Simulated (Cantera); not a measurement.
A Cantera script and what it prints.

```python
import numpy as np
import cantera as ct

gas_names = [...]  # 110 gases of nasa_gas.yaml made of C, H, O
cond_names = """
    C(gr) C6H6(L) C7H8(L) C8H18(L),n-octa H2O(s) H2O(L)
""".split()


# ... load() reads the species with a 1 bar reference pressure and builds the phases ...
atoms = {
    'C2H4': {'C': 2, 'H': 4},
    'H2O': {'H': 2, 'O': 1},
}
top_T = {'C(gr)': 4500}  # K; cautious upper limits of use, not melting points


# ... equilibrate(T, P, feed) seeds the gas with the atoms and calls Mixture.equilibrate('TP', solver="vcs", rtol=1e-11, max_steps=5000) ...
results = []
feed = {'C2H4': 1, 'H2O': 1.7}  # mol
T = 1473.15  # K
P = 130000  # Pa
mix = equilibrate(T, P, feed)
results.append((T, P, feed, dict(zip(mix.species_names, mix.species_moles))))
print(gas.report(threshold=1e-06))
for i in range(1, mix.n_phases):
    print(f"{mix.phase(i).name:16s} {mix.phase_moles(i):12.5e} mol")
```

Result:

```
       temperature   1473.2 K
          pressure   1.3e+05 Pa
           density   0.10866 kg/m^3
  mean mol. weight   10.238 kg/kmol
   phase of matter   gas

                          1 kg             1 kmol
                     ---------------   ---------------
          enthalpy        1.1696e+05        1.1974e+06  J
   internal energy       -1.0794e+06       -1.1051e+07  J
           entropy             19883        2.0356e+05  J/K
    Gibbs function       -2.9174e+07       -2.9867e+08  J
 heat capacity c_p            3247.3             33245  J/K
 heat capacity c_v            2435.2             24931  J/K

                      mass frac. Y      mole frac. X     chem. pot. / RT
                     ---------------   ---------------   ---------------
               CH4         0.0027858         0.0017778           -39.495
                CO           0.86126           0.31479           -36.625
               CO2        0.00046803        0.00010888           -71.094
    C2H2,acetylene        1.1318e-05          4.45e-06           -22.982
              C2H4        4.0532e-06        1.4791e-06           -41.652
                 H        9.0438e-07        9.1852e-06           -9.3348
                H2           0.13444           0.68272            -18.67
               H2O         0.0010286        0.00058451           -53.139
     [ +102 minor]        1.1958e-06        6.4382e-07

C(gr)             2.94092e-01 mol
```

These are equilibrium values from Cantera (NASA tables, ideal gas, pure condensed phases), not measurements of a reactor.
